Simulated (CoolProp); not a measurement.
Saturation properties of propylene (Tc = 91.1 °C, pc = 4555 kPa, ω = 0.146).

The numbers come from the reference Helmholtz-energy equation of state, Lemmon 2013 in CoolProp.

```json
[
 {"T (°C)": "-30.25", "p (kPa)": "209.6", "liquid cp (kJ/(kg K))": "2.262", "vapour Z": "0.9399", "surface tension (mN/m)": "14.3", "liquid viscosity (µPa s)": "162", "liquid conductivity (mW/(m K))": "138"},
 {"T (°C)": "-19.55", "p (kPa)": "310.5", "liquid cp (kJ/(kg K))": "2.317", "vapour Z": "0.9211", "surface tension (mN/m)": "12.8", "liquid viscosity (µPa s)": "145", "liquid conductivity (mW/(m K))": "133"},
 {"T (°C)": "-8.85", "p (kPa)": "444.3", "liquid cp (kJ/(kg K))": "2.380", "vapour Z": "0.8989", "surface tension (mN/m)": "11.4", "liquid viscosity (µPa s)": "131", "liquid conductivity (mW/(m K))": "128"},
 {"T (°C)": "1.85", "p (kPa)": "617.0", "liquid cp (kJ/(kg K))": "2.454", "vapour Z": "0.8731", "surface tension (mN/m)": "9.93", "liquid viscosity (µPa s)": "118", "liquid conductivity (mW/(m K))": "123"},
 {"T (°C)": "12.55", "p (kPa)": "835.0", "liquid cp (kJ/(kg K))": "2.542", "vapour Z": "0.8435", "surface tension (mN/m)": "8.54", "liquid viscosity (µPa s)": "107", "liquid conductivity (mW/(m K))": "118"},
 {"T (°C)": "23.25", "p (kPa)": "1105", "liquid cp (kJ/(kg K))": "2.649", "vapour Z": "0.8097", "surface tension (mN/m)": "7.17", "liquid viscosity (µPa s)": "96.6", "liquid conductivity (mW/(m K))": "112"},
 {"T (°C)": "33.95", "p (kPa)": "1434", "liquid cp (kJ/(kg K))": "2.785", "vapour Z": "0.7712", "surface tension (mN/m)": "5.85", "liquid viscosity (µPa s)": "87.2", "liquid conductivity (mW/(m K))": "107"},
 {"T (°C)": "44.65", "p (kPa)": "1829", "liquid cp (kJ/(kg K))": "2.968", "vapour Z": "0.7271", "surface tension (mN/m)": "4.58", "liquid viscosity (µPa s)": "78.4", "liquid conductivity (mW/(m K))": "101"},
 {"T (°C)": "55.35", "p (kPa)": "2299", "liquid cp (kJ/(kg K))": "3.237", "vapour Z": "0.6761", "surface tension (mN/m)": "3.35", "liquid viscosity (µPa s)": "69.9", "liquid conductivity (mW/(m K))": "95.2"},
 {"T (°C)": "66.05", "p (kPa)": "2852", "liquid cp (kJ/(kg K))": "3.701", "vapour Z": "0.6154", "surface tension (mN/m)": "2.20", "liquid viscosity (µPa s)": "61.4", "liquid conductivity (mW/(m K))": "89.2"}
]
```

It boils at -47.6 °C under 1 atm.

Viscosity comes from a separate model (Huber 2003), an estimate that may be off by 10 % or more. Thermal conductivity comes from a separate model (Huber 2003), an estimate that may be off by 10 % or more. Surface tension comes from a separate correlation (Mulero 2012).
